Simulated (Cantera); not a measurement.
An isothermal, constant-pressure homogeneous reactor starts with H₂ : O₂ = 0.16 : 1 (molar parts), at 925 K and 12.0 Torr.

Model: the H2/O2 subset of GRI-Mech 3.0, which has no nitrogen chemistry, integrated in Cantera. Radical loss at walls, strong at low pressure, is not modelled. Below about 950 K walls govern HO2 and H2O2 in real vessels. The temperature is held fixed by assumption; the heat of reaction is taken as removed at once.

x: mole fraction; the columns are a selection and need not sum to one.

```
t (s)         x H₂   x O₂       x O     x H₂O   x H₂O₂     x HO₂
--------  --------  -----  --------  --------  -------  --------
0.000300     0.138  0.862  2.29e-11  3.12e-11   <1e-12  4.64e-11
0.000724     0.138  0.862  1.83e-10  3.99e-10   <1e-12  1.22e-10
0.00175      0.138  0.862   8.67e-9   2.32e-8   <1e-12  9.49e-10
0.00421      0.138  0.862   7.42e-5  0.000203  1.50e-9         …
0.0102     0.00655  0.835    0.0107     0.129  5.27e-7         …
0.0245    0.000769  0.851   0.00110     0.147  3.97e-7         …
0.0591    0.000155  0.852  0.000157     0.148  2.41e-7         …
0.143      3.50e-5  0.852   3.02e-5     0.148  1.34e-7         …
0.344      6.93e-6  0.852   6.61e-6     0.148  6.78e-8         …
0.829      1.10e-6  0.852   1.59e-6     0.148  3.24e-8         …
2.00       1.44e-7  0.852   4.35e-7     0.148  1.52e-8         …
```

Q: Fill in the missing entries.

A: 
- 0.00421, x HO₂: 4.27e-6
- 0.0102, x HO₂: 2.01e-5
- 0.0245, x HO₂: 1.16e-5
- 0.0591, x HO₂: 4.17e-6
- 0.143, x HO₂: 1.33e-6
- 0.344, x HO₂: 3.71e-7
- 0.829, x HO₂: 9.82e-8
- 2.00, x HO₂: 2.79e-8
